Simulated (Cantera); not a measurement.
An adiabatic, constant-volume homogeneous reactor starts with H2 : O2 : N2 : NO = 1 : 0.25 : 0.94 : 0.0039 (molar parts), at 950 K and 750 Torr. Integrator tolerance rtol = 1e-08.

Computed with Cantera and GRI-Mech 3.0 (53 species, 325 reactions). The mechanism lacks 2 NO + O2 → 2 NO2 and HONO, so NO2 and the effect of NO are under-described below about 1400 K.

Q: How do the results move with these cheaper or finer settings: rtol 1e-08 to 0.01?

A: 
```csv
setting,time of steepest temperature rise,temperature at 7.00 s,equilibrium temperature,x(H2) at 7.00 s,integrator steps
as above,0.405 ms,2784 K,2784 K,0.244,1359
rtol 1e-08 to 0.01,2.10 ms,2774 K,2784 K,0.245,328
```
